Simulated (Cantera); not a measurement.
# Pyrogenic steam for wet oxidation

An isothermal, constant-pressure homogeneous reactor starts with 15.0 % H2, 10.0 % O2, 75.0 % N2, at 848 K and 100000 Pa.

Model: the H2/O2 subset of GRI-Mech 3.0, which has no nitrogen chemistry, integrated in Cantera. Below about 950 K walls govern HO2 and H2O2 in real vessels. The temperature is held fixed by assumption; the heat of reaction is taken as removed at once.

```json
[
 {"t (s)": "0.000400", "x H2": "0.150", "x O2": "0.100", "x OH": "<1e-12", "x H2O2": "<1e-12", "x HO2": "7.42e-11", "x O": "<1e-12"},
 {"t (s)": "0.00159", "x H2": "0.150", "x O2": "0.100", "x OH": "<1e-12", "x H2O2": "3.14e-12", "x HO2": "3.00e-10", "x O": "<1e-12"},
 {"t (s)": "0.00633", "x H2": "0.150", "x O2": "0.100", "x OH": "<1e-12", "x H2O2": "5.01e-11", "x HO2": "1.21e-9", "x O": "<1e-12"},
 {"t (s)": "0.0252", "x H2": "0.150", "x O2": "0.100", "x OH": "<1e-12", "x H2O2": "8.10e-10", "x HO2": "5.08e-9", "x O": "<1e-12"},
 {"t (s)": "0.100", "x H2": "0.150", "x O2": "0.100", "x OH": "<1e-12", "x H2O2": "1.47e-8", "x HO2": "2.67e-8", "x O": "<1e-12"},
 {"t (s)": "0.399", "x H2": "0.150", "x O2": "0.1000", "x OH": "3.79e-12", "x H2O2": "6.79e-7", "x HO2": "4.31e-7", "x O": "9.44e-12"},
 {"t (s)": "1.59", "x H2": "0.150", "x O2": "0.0999", "x OH": "2.13e-10", "x H2O2": "5.15e-5", "x HO2": "3.97e-6", "x O": "3.00e-10"},
 {"t (s)": "6.32", "x H2": "0.136", "x O2": "0.0930", "x OH": "3.02e-9", "x H2O2": "0.000603", "x HO2": "1.30e-5", "x O": "2.80e-9"},
 {"t (s)": "25.1", "x H2": "0.0699", "x O2": "0.0609", "x OH": "3.54e-9", "x H2O2": "0.000359", "x HO2": "1.04e-5", "x O": "2.11e-9"},
 {"t (s)": "100", "x H2": "0.00196", "x O2": "0.0280", "x OH": "4.56e-9", "x H2O2": "1.33e-5", "x HO2": "2.09e-6", "x O": "1.18e-9"}
]
```
x: mole fraction; the columns are a selection and need not sum to one.

Equilibrium at this temperature and pressure: H2 <1e-12, O2 0.0270, OH 2.65e-9, H2O2 7.61e-12, HO2 1.45e-11, O <1e-12 (gas phase only).
